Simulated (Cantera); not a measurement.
# Pb + H2 (iron carbonyl, mercury and lead vapours)

Feed: 1 mol Pb, 2.1 mol H2, equilibrated at 2.70 mbar.

Equilibrium computed with Cantera from the NASA thermochemical tables; the gas is ideal and each condensed phase is pure. Candidate condensed phases: Pb; 4 gas species. Equilibrium is a limit: real reactors are often held back by kinetics, nucleation or transport.

```csv
T (°C),x H2,x Pb,n Pb(s),n Pb(l)
275,1.00,4.85e-11,1.00,0
300,1.00,3.08e-10,1.00,0
325,1.00,1.68e-9,1.00,0
350,1.00,7.69e-9,0,1.00
375,1.00,3.11e-8,0,1.00
400,1.00,1.13e-7,0,1.00
425,1.00,3.76e-7,0,1.000
450,1.000,1.15e-6,0,1.000
475,1.000,3.24e-6,0,1.000
500,1.000,8.55e-6,0,1.000
525,1.000,2.12e-5,0,1.000
550,1.000,4.97e-5,0,1.000
575,1.000,0.000111,0,1.000
```
x: gas mole fraction; n: condensed amount in mol.

From 275 °C to 325 °C the condensed part is Pb(s). From 350 °C to 575 °C the condensed part is Pb(l).
